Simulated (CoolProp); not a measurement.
The fluid at 298.15 K and 0.32 MPa is throttled through a valve to 0.0279 MPa with no heat exchange. The same conditions are run with several fluids, on thermodynamics alone (safety and materials aside).

Computed with CoolProp (reference Helmholtz-energy equation of state of each fluid (normal hydrogen: Leachman 2009; R407C: Lemmon 2003; R13: Platzer 1990; chloromethane (R40): Thol 2014; R152A: Outcalt 1996)). The equations of Platzer and Polt are older, rougher fits. Blends and air are pseudo-pure fits.

| fluid | temperature change (K) | final density (kg/m³) |
|---|---|---|
| normal hydrogen | ? | 0.0227 |
| R407C | ? | 0.996 |
| R13 | -3.4 | 1.19 |
| chloromethane (R40) | -11.6 | ? |
| R152A | ? | 0.771 |

What belongs in the gaps?


- normal hydrogen, temperature change (K): +0.1
- R407C, temperature change (K): -6.3
- chloromethane (R40), final density (kg/m³): 0.594
- R152A, temperature change (K): -8.7
